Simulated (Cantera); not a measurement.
Input: 1 mol Ni, 0.11 mol H₂S, 4.9 mol H₂, equilibrated at 1 atm.

Method: chemical equilibrium by Gibbs-energy minimisation in Cantera with the NASA 1993 tables (ideal gas, pure condensed phases). Candidate condensed phases: Ni, NiS, NiS₂, Ni₃S₂, Ni₃S₄, S; 9 gas species. Metal and sulfide melt together well below either melting point, which pure phases cannot show. Mutual solubility and eutectic melting of coexisting phases are not modelled. Kinetics and transport are ignored.

x: gas mole fraction; n: condensed amount in mol.

```tsv
T (K)	x H₂	x H₂S	x SH	x H	x S₂	x S	x Ni	n Ni(s)	n Ni₃S₂(s)	n Ni₃S₂(l)
625	1.000	1.91e-5	<1e-12	<1e-12	<1e-12	<1e-12	<1e-12	0.835	0.0550	0
725	1.000	0.000174	<1e-12	<1e-12	<1e-12	<1e-12	<1e-12	0.836	0.0546	0
825	0.999	0.000901	8.19e-11	7.88e-12	<1e-12	<1e-12	<1e-12	0.842	0.0527	0
925	0.998	0.00206	2.49e-9	2.58e-10	3.95e-11	<1e-12	<1e-12	0.850	0.0498	0
1025	0.996	0.00378	3.68e-8	4.32e-9	1.30e-9	<1e-12	<1e-12	0.863	0.0455	0
1125	0.994	0.00566	3.07e-7	4.40e-8	1.92e-8	[?]	<1e-12	0.878	0	0.0408
1225	0.993	0.00747	1.71e-6	3.08e-7	1.63e-7	[?]	2.54e-11	0.891	0	0.0363
1325	0.991	0.00926	7.19e-6	1.62e-6	9.59e-7	[?]	5.83e-10	0.905	0	0.0318
1425	0.989	0.0110	2.43e-5	6.74e-6	4.27e-6	[?]	8.59e-9	0.918	0	0.0275
```

**Question.** Fill in the missing entries.

**Answer.** 
- 1125, x S: 1.71e-11
- 1225, x S: 3.29e-10
- 1325, x S: 3.98e-9
- 1425, x S: 3.34e-8
